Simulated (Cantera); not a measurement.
Charge: 1 mol SiH4, 3.9 mol H2O, 160 mol N2, 1.6 mol O3, held at 0.200 bar.

Cantera equilibrium calculation (NASA polynomials, part measured and part estimated; ideal gas, pure solids and liquids). Candidate condensed phases: H2O, Si, SiO2, Si2N2O, Si3N4; 35 gas species. The tables hold silica as quartz up to 1696 K and as liquid above; real silica turns to tridymite and cristobalite and melts near 1996 K. Kinetics and transport are ignored.

x: gas mole fraction; n: condensed amount in mol.

```csv
T (K),x N2,x H2O,x O2,x NO,x OH,n SiO2(β-quartz),n SiO2(condensed)
975,0.962,0.0355,0.00240,2.79e-6,…,1.00,0
1050,0.962,0.0355,0.00240,6.24e-6,…,1.00,0
1125,0.962,0.0355,0.00240,1.25e-5,…,1.00,0
1200,0.962,0.0355,0.00239,2.31e-5,…,1.00,0
1275,0.962,0.0355,0.00238,3.95e-5,…,1.00,0
1350,0.962,0.0355,0.00237,6.36e-5,…,1.00,0
1425,0.962,0.0355,0.00235,9.73e-5,…,1.00,0
1500,0.962,0.0355,0.00233,0.000142,…,1.00,0
1575,0.962,0.0354,0.00230,0.000201,…,1.00,0
1650,0.962,0.0354,0.00226,0.000273,…,1.00,0
1725,0.962,0.0354,0.00221,0.000361,…,0,1.000
1800,0.962,0.0353,0.00216,0.000466,…,0,1.000
1875,0.962,0.0351,0.00212,0.000589,…,0,1.000
```

**Question.** Some entries are withheld; supply them.

**Answer.** 
- 975, x OH: 2.03e-8
- 1050, x OH: 8.49e-8
- 1125, x OH: 2.94e-7
- 1200, x OH: 8.71e-7
- 1275, x OH: 2.27e-6
- 1350, x OH: 5.32e-6
- 1425, x OH: 1.14e-5
- 1500, x OH: 2.26e-5
- 1575, x OH: 4.20e-5
- 1650, x OH: 7.35e-5
- 1725, x OH: 0.000122
- 1800, x OH: 0.000195
- 1875, x OH: 0.000299
